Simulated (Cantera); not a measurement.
# Equilibrium for abatement and gas-phase synthesis: H2S + SO2

Input: 1 mol H2S, a varied amount of SO2, at 3323.15 K and 65.0 Pa.

These are equilibrium values from Cantera (NASA tables, ideal gas, pure condensed phases), not measurements of a reactor. Candidate condensed phases: H2O, H2SO4, S; 19 gas species. Equilibrium is a limit: real reactors are often held back by kinetics, nucleation or transport.

```tsv
n(SO2) (mol)	log p H	log p S	log p O	log p SO	log p H2
0.071	-3.39	-3.66	-4.55	-6.29	-5.96
0.14	-3.42	-3.67	-4.28	-6.02	-6.02
0.21	-3.45	-3.67	-4.13	-5.87	-6.07
0.29	-3.47	-3.67	-4.02	-5.76	-6.12
0.36	-3.50	-3.67	-3.95	-5.69	-6.17
0.43	-3.52	-3.67	-3.89	-5.64	-6.21
0.5	-3.54	-3.67	-3.85	-5.59	-6.25
0.57	-3.56	-3.67	-3.81	-5.56	-6.29
0.64	-3.58	-3.67	-3.78	-5.52	-6.33
0.71	-3.60	-3.67	-3.75	-5.50	-6.37
0.79	-3.62	-3.67	-3.73	-5.47	-6.41
0.86	-3.63	-3.67	-3.71	-5.45	-6.44
```
log p: log10 of the partial pressure in bar; nothing condenses.

From 0.071 mol SO2 to 0.86 mol SO2 nothing is condensed.
